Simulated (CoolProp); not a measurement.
Vapour-liquid equilibrium of propylene (1) + R152A (2) at -72.85 °C; x and y are mole fractions of (1).

Computed with CoolProp (multi-fluid Helmholtz-energy mixture model, Lemmon 2013 and Outcalt 1996; pair parameters Bell 2016).

| x | bubble pressure (MPa) | y at the bubble point | dew pressure at overall composition x (MPa) | liquid density (mol/L) |
|---|---|---|---|---|
| 0.05 | 0.01036 | 0.426 | 0.006529 | 16.66 |
| 0.125 | 0.01517 | ___ | 0.007051 | 16.49 |
| 0.2 | 0.01860 | 0.718 | 0.007663 | 16.33 |
| 0.275 | 0.02099 | 0.763 | 0.008389 | 16.18 |
| 0.35 | 0.02263 | 0.790 | 0.009266 | ___ |
| 0.425 | 0.02374 | 0.809 | 0.01034 | 15.90 |
| 0.5 | 0.02452 | 0.822 | 0.01170 | 15.78 |
| 0.575 | 0.02511 | 0.834 | 0.01345 | 15.66 |
| 0.65 | 0.02562 | 0.845 | 0.01577 | 15.56 |
| 0.725 | 0.02609 | 0.859 | 0.01896 | 15.46 |
| 0.8 | 0.02656 | ___ | 0.02322 | 15.38 |
| 0.875 | 0.02699 | 0.908 | 0.02649 | 15.31 |
| 0.95 | 0.02726 | 0.953 | 0.02726 | 15.25 |

Task: Fill in the missing entries.

Result: 
- 0.125, y at the bubble point: 0.633
- 0.35, liquid density (mol/L): 16.04
- 0.8, y at the bubble point: 0.879

No azeotrope shows between x = 0.05 and 0.95.

The pair parameters rest on a limited set of measurements; away from them the model extrapolates. With so large a gap from Raoult's law the liquid may split in two, which this calculation doesn't test in full.
